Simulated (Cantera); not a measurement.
**Adiabatic ignition**

An adiabatic, constant-pressure homogeneous reactor starts with 6.78 % H2, 8.47 % O2, 84.7 % N2, equivalence ratio 0.40, at 1250 K and 0.740 atm.

Cantera simulation using the H2/O2 subset of GRI-Mech 3.0, which has no nitrogen chemistry; the numbers are that mechanism's predictions, not measurements.

| t (s) | T (K) | x H2 | x O2 | x O | x H2O | x H | x HO2 | x H2O2 |
|---|---|---|---|---|---|---|---|---|
| 2.00e-6 | 1250 | 0.0678 | 0.0847 | 1.60e-10 | 1.16e-10 | 1.40e-9 | 1.49e-9 | <1e-12 |
| 6.19e-6 | 1250 | 0.0678 | 0.0847 | 1.19e-9 | 2.27e-9 | 5.39e-9 | 4.80e-9 | 6.76e-12 |
| 1.92e-5 | 1250 | 0.0678 | 0.0847 | 1.59e-8 | 6.49e-8 | 5.77e-8 | 1.94e-8 | 7.20e-11 |
| 5.93e-5 | 1250 | 0.0677 | 0.0847 | 8.38e-6 | 4.16e-5 | 2.97e-5 | 3.07e-6 | 1.04e-8 |
| 0.000184 | 1539 | 0.00443 | 0.0513 | 0.00807 | 0.0578 | 0.00947 | 1.20e-5 | 7.78e-7 |
| 0.000568 | 1699 | 0.00109 | 0.0516 | 0.00182 | 0.0671 | 0.000856 | 5.13e-6 | 1.95e-7 |
| 0.00176 | 1731 | 0.000159 | 0.0523 | 0.000262 | 0.0694 | 4.52e-5 | 1.17e-6 | 5.64e-8 |
| 0.00545 | 1737 | 2.73e-5 | 0.0525 | 4.55e-5 | 0.0699 | 3.24e-6 | 3.20e-7 | 1.72e-8 |
| 0.0169 | 1738 | 1.12e-5 | 0.0525 | 1.88e-5 | 0.0700 | 8.68e-7 | 2.34e-7 | 9.89e-9 |
| 0.0522 | 1738 | 1.05e-5 | 0.0525 | 1.77e-5 | 0.0700 | 7.89e-7 | 2.32e-7 | 9.55e-9 |
| 0.162 | 1738 | 1.05e-5 | 0.0525 | 1.77e-5 | 0.0700 | 7.89e-7 | 2.32e-7 | 9.55e-9 |
| 0.500 | 1738 | 1.05e-5 | 0.0525 | 1.77e-5 | 0.0700 | 7.89e-7 | 2.32e-7 | 9.55e-9 |
x: mole fraction; the columns are a selection and need not sum to one.

```
Property                                                             Value
---------------------------------  ---------------------------------------
time of steepest temperature rise                                 0.112 ms
temperature at 0.500 s                                              1738 K
equilibrium temperature                                             1738 K
x(H2) at 0.500 s                   1.05e-5 (gas-phase equilibrium 1.05e-5)
x(O2) at 0.500 s                     0.0525 (gas-phase equilibrium 0.0525)
x(O) at 0.500 s                    1.77e-5 (gas-phase equilibrium 1.77e-5)
```
